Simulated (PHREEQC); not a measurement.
A PHREEQC speciation (ion-association model, wateq4f.dat) at 25 °C gives pH 5.62 and these molalities:

| species | mol/kgw |
|---|---|
| Cl- | 0.0396 |
| CdCl+ | 0.0182 |
| Cd+2 | 0.0107 |
| CdCl2 | 0.00199 |
| CdCl3- | 4.97e-5 |

Problem. What are the element totals, and what could have been dissolved in 1 kg of water to give them?

Solution. This is not unique; one that fits is totals Cd 0.0310, Cl 0.0620 mol/kgw, from 0.031 mol/kgw CdCl2.

Precipitation was switched off in this run. Species that the database lacks are ignored.
